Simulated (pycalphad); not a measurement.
All values are pycalphad results on the COST 507 light-alloy database (1999) (1 atm), not direct measurements. The database dates from 1999; later assessments differ in places, in temperatures and in the compounds included. Phase fractions are per mole of atoms.

Problem. Give the equilibrium state of Al-0.6337Si-13.54Mg (wt.%) at 700 K.

Solution. FCC_A1, fraction 0.982, with <0.01 Si, 12.7 Mg wt.%; MG2SI, fraction 0.018, with 36.6 Si, 63.4 Mg wt.%.

Problem. Give the equilibrium state of Al-0.6337Si-13.54Mg (wt.%) at 625 K.

Solution. 
```
T = 625.00 K, P = 101325 Pa, N = 1 mol of atoms
G = -23215 J/mol, H = 8848 J/mol, S = 51.30 J/(mol K)  (SER reference)
chemical potentials (J/mol): Al -21634, Si -60626, Mg -30730
phase             fraction      x(Al)      x(Si)      x(Mg)
FCC_A1              0.8575     0.8977   2.31e-07     0.1023
ALMG_BETA           0.1245     0.6114       none     0.3886
MG2SI               0.0180       none     0.3333     0.6667
```

Database names, with the compositions (at.%) that they take in these runs: MG2SI: Mg 67 Si 33; ALMG_BETA: Al 61 Mg 39. FCC_A1 is fcc. An entry "none" or "no" means that the model of the phase leaves that element out.
